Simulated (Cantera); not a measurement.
## Cu2O + CO + H2 + C + CO2 (carbothermic reduction)

Feed: 1 mol Cu2O, 5.6 mol CO, 6.5 mol H2, 3.6 mol C, 0.27 mol CO2, held at 10.0 Torr.

Cantera equilibrium calculation (NASA polynomials, part measured and part estimated; ideal gas, pure solids and liquids). Candidate condensed phases: C, C6H6, C7H8, C8H18, Cu, CuO, Cu(OH)2, Cu2O, H2O; 113 gas species. Equilibrium is a limit: real reactors are often held back by kinetics, nucleation or transport.

At 1323 K the condensed part is C(graphite) + Cu(s). From 1373 K to 1773 K the condensed part is C(graphite) + Cu(l). The main Cu-bearing gas is Cu throughout.

```json
[
 {"T (K)": "1323", "x CO": "0.523", "x H2": "0.476", "x Cu": "2.01e-5", "x H": "9.48e-6", "x C2H2 (acetylene)": "3.93e-7", "n C(graphite)": "2.33", "n Cu(s)": "2.00", "n Cu(l)": "0"},
 {"T (K)": "1373", "x CO": "0.523", "x H2": "0.476", "x Cu": "5.93e-5", "x H": "1.99e-5", "x C2H2 (acetylene)": "8.23e-7", "n C(graphite)": "2.33", "n Cu(s)": "0", "n Cu(l)": "2.00"},
 {"T (K)": "1423", "x CO": "0.523", "x H2": "0.476", "x Cu": "0.000157", "x H": "3.97e-5", "x C2H2 (acetylene)": "1.64e-6", "n C(graphite)": "2.33", "n Cu(s)": "0", "n Cu(l)": "2.00"},
 {"T (K)": "1473", "x CO": "0.523", "x H2": "0.476", "x Cu": "0.000388", "x H": "7.56e-5", "x C2H2 (acetylene)": "3.10e-6", "n C(graphite)": "2.33", "n Cu(s)": "0", "n Cu(l)": "1.99"},
 {"T (K)": "1523", "x CO": "0.523", "x H2": "0.476", "x Cu": "0.000903", "x H": "0.000138", "x C2H2 (acetylene)": "5.62e-6", "n C(graphite)": "2.33", "n Cu(s)": "0", "n Cu(l)": "1.99"},
 {"T (K)": "1573", "x CO": "0.522", "x H2": "0.475", "x Cu": "0.00199", "x H": "0.000243", "x C2H2 (acetylene)": "9.82e-6", "n C(graphite)": "2.33", "n Cu(s)": "0", "n Cu(l)": "1.97"},
 {"T (K)": "1623", "x CO": "0.521", "x H2": "0.474", "x Cu": "0.00417", "x H": "0.000412", "x C2H2 (acetylene)": "1.65e-5", "n C(graphite)": "2.33", "n Cu(s)": "0", "n Cu(l)": "1.94"},
 {"T (K)": "1673", "x CO": "0.519", "x H2": "0.472", "x Cu": "0.00834", "x H": "0.000678", "x C2H2 (acetylene)": "2.69e-5", "n C(graphite)": "2.33", "n Cu(s)": "0", "n Cu(l)": "1.89"},
 {"T (K)": "1723", "x CO": "0.515", "x H2": "0.468", "x Cu": "0.0160", "x H": "0.00108", "x C2H2 (acetylene)": "4.24e-5", "n C(graphite)": "2.33", "n Cu(s)": "0", "n Cu(l)": "1.78"},
 {"T (K)": "1773", "x CO": "0.508", "x H2": "0.461", "x Cu": "0.0296", "x H": "0.00167", "x C2H2 (acetylene)": "6.46e-5", "n C(graphite)": "2.33", "n Cu(s)": "0", "n Cu(l)": "1.58"}
]
```
x: gas mole fraction; n: condensed amount in mol.
